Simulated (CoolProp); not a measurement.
Saturation properties of tetrahydrofuran.

Values from CoolProp's reference Helmholtz-energy equation of state, Fiedler 2023.

```
T (K)  p (MPa)  liquid density (kg/m³)  liquid cp (kJ/(kg K))
-----  -------  ----------------------  ---------------------
327.9        ?                   848.6                      ?
336          ?                       ?                  1.871
344.1   0.1189                   829.9                  1.905
352.2   0.1522                   820.3                  1.940
360.3   0.1924                   810.6                  1.975
368.4   0.2403                   800.8                      ?
376.5   0.2969                   790.7                  2.048
384.6   0.3632                   780.5                  2.086
392.7   0.4401                   770.1                  2.125
400.8   0.5288                   759.4                  2.165
408.9   0.6302                   748.5                  2.206
417     0.7456                   737.3                  2.249
425.1   0.8760                       ?                  2.294
433.2        ?                   713.8                      ?
441.3    1.187                   701.5                  2.392
```

Q: Complete the blanks.

A: 
- 327.9, p (MPa): 0.06952
- 327.9, liquid cp (kJ/(kg K)): 1.838
- 336, p (MPa): 0.09161
- 336, liquid density (kg/m³): 839.3
- 368.4, liquid cp (kJ/(kg K)): 2.011
- 425.1, liquid density (kg/m³): 725.7
- 433.2, p (MPa): 1.023
- 433.2, liquid cp (kJ/(kg K)): 2.342

It boils at 339.1 K under 1 atm.
